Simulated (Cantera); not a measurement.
A closed system holds: 1 mol Si, 0.085 mol CO2, 130 mol H2, held at 1.00 bar.

Method: chemical equilibrium by Gibbs-energy minimisation in Cantera with the NASA 1993 tables (ideal gas, pure condensed phases). Candidate condensed phases: C, C6H6, C7H8, C8H18, H2O, Si, SiC, SiO2; 123 gas species. Mutual solubility and eutectic melting of coexisting phases are not modelled. The tables hold silica as quartz up to 1696 K and as liquid above; real silica turns to tridymite and cristobalite and melts near 1996 K. Gases not in the tables: Si2H6 and higher silanes. Equilibrium is a limit: real reactors are often held back by kinetics, nucleation or transport.

Task: Which condensed phases are stable at each of these points (T (K)): 1223, 1323, 1423, 1523, 1623, 1723, 1823, 1923?

Result: 
```json
[
 {"T (K)": "1223", "condensed phases": "Si(s) + SiC(s) + SiO2(β-quartz)", "Si condensed (%)": "100.0"},
 {"T (K)": "1323", "condensed phases": "Si(s) + SiC(s) + SiO2(β-quartz)", "Si condensed (%)": "99.8"},
 {"T (K)": "1423", "condensed phases": "Si(s) + SiC(s) + SiO2(β-quartz)", "Si condensed (%)": "98.4"},
 {"T (K)": "1523", "condensed phases": "Si(s) + SiC(s) + SiO2(β-quartz)", "Si condensed (%)": "89.8"},
 {"T (K)": "1623", "condensed phases": "Si(s) + SiC(s)", "Si condensed (%)": "83.6"},
 {"T (K)": "1723", "condensed phases": "Si(l) + SiC(s)", "Si condensed (%)": "83.8"},
 {"T (K)": "1823", "condensed phases": "Si(l) + SiC(s)", "Si condensed (%)": "84.2"},
 {"T (K)": "1923", "condensed phases": "Si(l) + SiC(s)", "Si condensed (%)": "84.7"}
]
```

From 1223 K to 1523 K the condensed part is Si(s) + SiC(s) + SiO2(β-quartz). At 1623 K the condensed part is Si(s) + SiC(s). From 1723 K to 1923 K the condensed part is Si(l) + SiC(s).
